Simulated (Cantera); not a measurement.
## Low-pressure radical oxidation in H2/O2

An isothermal, constant-pressure homogeneous reactor starts with H2 : O2 = 0.036 : 1 (molar parts), at 1200 K and 0.000987 atm.

Detailed kinetics in Cantera: GRI-Mech 3.0 (53 species, 325 reactions). Radical loss at walls, strong at low pressure, is not modelled. The temperature is held fixed by assumption; the heat of reaction is taken as removed at once.

```csv
t (s),x H2,x O2,x OH,x H,x H2O
1.00e-5,0.0347,0.965,<1e-12,2.29e-11,<1e-12
7.40e-5,0.0347,0.965,1.04e-11,1.61e-10,<1e-12
0.000548,0.0347,0.965,4.18e-10,8.83e-10,6.62e-11
0.00405,0.0347,0.965,1.15e-8,6.72e-9,1.32e-8
0.0300,0.0336,0.964,0.000396,0.000212,0.000816
0.222,0.000433,0.936,0.00249,0.00436,0.0309
1.64,0.000379,0.940,0.00234,0.00350,0.0316
12.2,0.000159,0.955,0.00153,0.000898,0.0338
90.0,9.90e-6,0.964,0.000383,1.35e-5,0.0351
```
x: mole fraction; the columns are a selection and need not sum to one.

Equilibrium at this temperature and pressure: H2 1.46e-8, O2 0.965, OH 1.47e-5, H 7.58e-10, H2O 0.0354 (gas phase only).
